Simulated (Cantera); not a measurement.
An isothermal, constant-pressure homogeneous reactor starts with CH2O : O2 : N2 = 0.0026 : 0.0022 : 1 (molar parts), equivalence ratio 1.2, at 975 K and 9.87 atm.

Detailed kinetics in Cantera: GRI-Mech 3.0 (53 species, 325 reactions). Below about 1000 K GRI-Mech 3.0 lacks low-temperature oxidation paths.

x: mole fraction; the columns are a selection and need not sum to one.

| t (s) | x CH2O | x O2 | x C2H2 | x HCN | x HO2 |
|---|---|---|---|---|---|
| 5.00e-6 | 0.00259 | 0.00219 | <1e-12 | <1e-12 | 6.99e-10 |
| 4.46e-5 | 0.00259 | 0.00219 | <1e-12 | <1e-12 | 6.71e-9 |
| 0.000398 | 0.00259 | 0.00219 | <1e-12 | <1e-12 | 6.46e-8 |
| 0.00355 | 0.00254 | 0.00217 | <1e-12 | <1e-12 | 4.93e-6 |
| 0.0316 | 6.42e-7 | (withheld) | <1e-12 | <1e-12 | 2.39e-6 |
| 0.282 | 3.64e-9 | (withheld) | <1e-12 | <1e-12 | 1.04e-6 |
| 2.51 | 3.28e-11 | (withheld) | <1e-12 | <1e-12 | 4.68e-7 |
| 22.4 | 2.70e-12 | (withheld) | <1e-12 | <1e-12 | 4.03e-8 |
| 200 | <1e-12 | <1e-12 | <1e-12 | <1e-12 | <1e-12 |

Question: Complete the blanks.

Answer: 
- 0.0316, x O2: 0.00124
- 0.282, x O2: 0.00108
- 2.51, x O2: 0.000539
- 22.4, x O2: 3.63e-5
